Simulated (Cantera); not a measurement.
Input: 1 mol trisilylamine, a varied amount of N2, 3.9 mol H2, held at 97.5 Torr.

These are equilibrium values from Cantera (NASA tables, ideal gas, pure condensed phases), not measurements of a reactor. Candidate condensed phases: Si, Si3N4; 18 gas species. The feed counts by its element totals alone. Mutual solubility and eutectic melting of coexisting phases are not modelled. Equilibrium is a limit: real reactors are often held back by kinetics, nucleation or transport.

What condenses at these points (T in °C, n(N2) in mol): (1575, 5.3); (1475, 9.9); (1675, 15); (1625, 31); (1575, 5.3); (1725, 19)?


```csv
T (°C),n(N2) in mol,condensed phases,Si condensed (%)
1575,5.3,Si3N4,100.0
1475,9.9,Si3N4,100.0
1675,15,Si + Si3N4,99.8
1625,31,Si3N4,99.9
1575,5.3,Si3N4,100.0
1725,19,Si,99.5
```
